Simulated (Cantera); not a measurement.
An isothermal, constant-pressure homogeneous reactor starts with 7.14 % C₂H₄, 92.9 % H₂, at 1200 K and 4.58 Torr.

Detailed kinetics in Cantera: GRI-Mech 3.0 (53 species, 325 reactions). GRI-Mech 3.0 was tuned for natural gas; its chemistry of ethylene as a main component is partial and can be far from experiment. GRI-Mech 3.0 stops at C3 and has no aromatics, soot or wall deposition, so with more carbon than oxygen in the feed, carbon stays in small species such as C2H2 where larger ones or solid carbon would form. Radical loss at walls, strong at low pressure, is not modelled.

Predict: x(C₂H₄) at 10.0 s; x(H₂) at 10.0 s; x(C₂H₂) at 10.0 s; x(CH₄) at 10.0 s; x(C₂H₆) at 10.0 s; x(CH₃) at 10.0 s.


```
Property                                             Value
-----------------  ---------------------------------------
x(C₂H₄) at 10.0 s   0.0628 (gas-phase equilibrium 0.00276)
x(H₂) at 10.0 s        0.929 (gas-phase equilibrium 0.904)
x(C₂H₂) at 10.0 s   0.00796 (gas-phase equilibrium 0.0416)
x(CH₄) at 10.0 s    9.11e-5 (gas-phase equilibrium 0.0520)
x(C₂H₆) at 10.0 s  4.52e-5 (gas-phase equilibrium 2.31e-6)
x(CH₃) at 10.0 s   1.74e-8 (gas-phase equilibrium 2.65e-6)
```
